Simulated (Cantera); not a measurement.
Stirred combustor or abatement burner

A perfectly stirred reactor is fed with 11.0 % CH₃OH, 18.7 % O₂, 70.4 % N₂, at 1.00 atm; it is adiabatic with a 823 K inlet, and is followed from long to short residence time, starting on the burning branch (τ in s: 0.069, 0.023, 0.0078, 0.0026, 0.00089, 0.0003, 0.0001, 3.4e-05, 1.1e-05, 3.9e-06).

Detailed kinetics in Cantera: GRI-Mech 3.0 (53 species, 325 reactions). GRI-Mech 3.0 was tuned for natural gas; its chemistry of methanol as a main component is partial and can be far from experiment.

| τ (s) | T (K) | x CH₃OH | x O₂ | x HO₂ | x C₂H₂ | x C₂H | x NO₂ | x C₂H₄ |
|---|---|---|---|---|---|---|---|---|
| 0.069 | 2391 | 5.37e-7 | 0.0246 | 3.06e-6 | 1.26e-12 | <1e-12 | 1.38e-6 | <1e-12 |
| 0.023 | 2381 | 1.50e-6 | 0.0259 | 3.24e-6 | 5.92e-12 | <1e-12 | 8.50e-7 | 2.43e-12 |
| 0.0078 | 2352 | 3.84e-6 | 0.0278 | 3.60e-6 | 2.09e-11 | <1e-12 | 3.74e-7 | 1.04e-11 |
| 0.0026 | 2291 | 9.11e-6 | 0.0307 | 4.68e-6 | 6.27e-11 | <1e-12 | 1.21e-7 | 3.82e-11 |
| 0.00089 | 2205 | 2.06e-5 | 0.0341 | 7.46e-6 | 2.63e-10 | 4.08e-12 | 3.57e-8 | 1.91e-10 |
| 0.00030 | 2112 | 5.07e-5 | 0.0379 | 1.37e-5 | 1.71e-9 | 2.54e-11 | 1.23e-8 | 1.41e-9 |
| 0.00010 | 2022 | 0.000146 | 0.0430 | 3.01e-5 | 1.46e-8 | 1.85e-10 | 5.65e-9 | 1.34e-8 |
| 3.4e-5 | 1912 | 0.000621 | 0.0552 | 0.000122 | 1.80e-7 | 1.30e-9 | 3.70e-9 | 2.15e-7 |
| 1.1e-5 | 823 | 0.110 | 0.187 | <1e-12 | <1e-12 | <1e-12 | <1e-12 | <1e-12 |
| 3.9e-6 | 823 | 0.110 | 0.187 | <1e-12 | <1e-12 | <1e-12 | <1e-12 | <1e-12 |
x: mole fraction; the columns are a selection and need not sum to one.
